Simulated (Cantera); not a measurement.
What does this Cantera script print?

```python
import numpy as np
import cantera as ct

gas = ct.Solution("gri30.yaml")
gas.TP = 300, 74000
flame = ct.CounterflowDiffusionFlame(gas, width=0.02)
flame.fuel_inlet.X, flame.fuel_inlet.T = {'CH4': 1, 'C2H6': 0.15}, 398
flame.oxidizer_inlet.X, flame.oxidizer_inlet.T = {'O2': 0.25, 'N2': 0.75}, 500
flame.set_refine_criteria(ratio=3, slope=0.12, curve=0.24, prune=0.03)
show = ['OH', 'H', 'NO', 'CO', 'C2H2']

rows = []
print(f"{'mdot':>8s}{'a_max':>10s}{'a_mean':>10s}{'Tmax/K':>9s}" + "".join(f"{s:>11s}" for s in show) + "   (peak mole fractions)")
for i, mdot in enumerate([0.18, 0.29, 0.45, 0.7, 1.1, 1.7, 2.6, 4.1]):  # kg/m2/s on the oxidiser side
    flame.oxidizer_inlet.mdot, flame.fuel_inlet.mdot = mdot, 1 * mdot
    flame.solve(loglevel=0, auto=(i == 0))
    if flame.T.max() < max(398, 500) + 100:
        print(f"{mdot:8.3g}  no burning solution found from the previous one")
        break
    dT = np.abs(np.gradient(flame.T, flame.grid))
    rows.append([flame.strain_rate("max"), flame.strain_rate("mean"), flame.T.max(),
                 *(flame.X[gas.species_index(s)].max() for s in show), max(dT[0], dT[-1]) / dT.max()])
    print(f"{mdot:8.3g}{rows[-1][0]:10.1f}{rows[-1][1]:10.1f}{rows[-1][2]:9.1f}" + "".join(f"{x:11.3e}" for x in rows[-1][3:-1]))
```

Result:

```
    mdot     a_max    a_mean   Tmax/K         OH          H         NO         CO       C2H2   (peak mole fractions)
    0.18     216.1      39.9   2227.4  1.238e-02  6.609e-03  3.858e-04  7.814e-02  2.363e-02
    0.29     330.0      64.4   2208.3  1.233e-02  7.096e-03  3.439e-04  7.655e-02  2.253e-02
    0.45     489.3      99.9   2186.6  1.211e-02  7.477e-03  3.003e-04  7.500e-02  2.129e-02
     0.7     731.6     155.4   2165.6  1.185e-02  7.840e-03  2.548e-04  7.388e-02  1.995e-02
     1.1    1104.8     244.1   2139.7  1.139e-02  8.091e-03  2.035e-04  7.299e-02  1.837e-02
     1.7    1644.6     377.3   2107.9  1.071e-02  8.147e-03  1.508e-04  7.247e-02  1.627e-02
     2.6    2422.9     577.0   2067.0  9.718e-03  7.876e-03  9.901e-05  7.240e-02  1.352e-02
     4.1    3656.1     909.9   1998.7  7.966e-03  6.851e-03  4.636e-05  7.277e-02  9.391e-03
```

Cantera simulation using GRI-Mech 3.0 (53 species, 325 reactions); the numbers are that mechanism's predictions, not measurements. GRI-Mech 3.0 has no aromatics or soot, which form on the fuel side of real flames. The maximum strain rate includes the flame's own expansion and is several times the mean.
